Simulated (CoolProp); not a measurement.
Properties of n-perfluorohexane along the isotherm 450 K (Tc = 448.0 K, pc = 1742 kPa, ω = 0.497).

Computed with CoolProp (reference Helmholtz-energy equation of state, Gao 2022).

```
p (kPa)          phase       Z  cv (kJ/(kg K))  speed of sound (m/s)  isothermal compressibility (1/MPa)  fugacity coefficient
-------  -------------  ------  --------------  --------------------  ----------------------------------  --------------------
237                gas  0.9514          0.9860                 101.6                               4.443                0.9534
475                gas  0.8988          0.9901                 96.12                               2.362                0.9071
712                gas     [?]          0.9951                 89.97                                 [?]                0.8615
950                gas  0.7768           1.001                 82.89                               1.425                0.8159
1190               gas  0.7016           1.010                 74.45                               1.328                0.7697
1420               gas  0.6135             [?]                 64.50                               1.414                0.7249
1660               gas  0.4823           1.041                 50.47                               2.122                   [?]
1900     supercritical  0.2038           1.064                 53.39                               1.022                0.6185
2140     supercritical  0.2040           1.053                 78.40                              0.2754                0.5625
2370     supercritical     [?]           1.047                 94.32                              0.1640                0.5189
2610     supercritical  0.2294           1.044                 107.6                              0.1160                0.4813
```

Complete the blanks.


- 712, Z: 0.8413
- 712, isothermal compressibility (1/MPa): 1.708
- 1420, cv (kJ/(kg K)): 1.021
- 1660, fugacity coefficient: 0.6763
- 2370, Z: 0.2153
